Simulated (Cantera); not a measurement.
# Transport properties of process gases

Gas mixture: 55.9 % N2, 44.1 % O2, at 12.8 Torr, frozen composition.

Cantera's kinetic-theory transport with the Lennard-Jones parameters of GRI-Mech 3.0, ideal gas; thermal conductivity in the mixture-averaged form.

| T (K) | ρ (kg/m³) | cp (J/kg/K) | μ (µPa s) | λ (mW/m/K) | Pr | D (cm²/s) CO2 | D (cm²/s) C2H2 | D (cm²/s) H2O |
|---|---|---|---|---|---|---|---|---|
| 400 | 0.0152 | 996.7 | 23.8 | 33.2 | 0.713 | 15.8 | 16.7 | 23.7 |
| 600 | 0.0101 | 1040 | 31.6 | 46.5 | 0.707 | 32.3 | 34.0 | 50.4 |
| 800 | 0.00761 | 1089 | 38.3 | 59.0 | 0.707 | 53.0 | 55.6 | 84.6 |
| 1000 | 0.00609 | 1132 | 44.3 | 70.8 | 0.709 | 77.4 | 81.1 | 125 |
| 1200 | 0.00507 | 1161 | 49.9 | 81.9 | 0.708 | 105 | 110 | 171 |
| 1400 | 0.00435 | 1185 | 55.2 | 92.5 | 0.707 | 136 | 143 | 223 |
D: mixture-averaged diffusion coefficient of that species in the mixture.
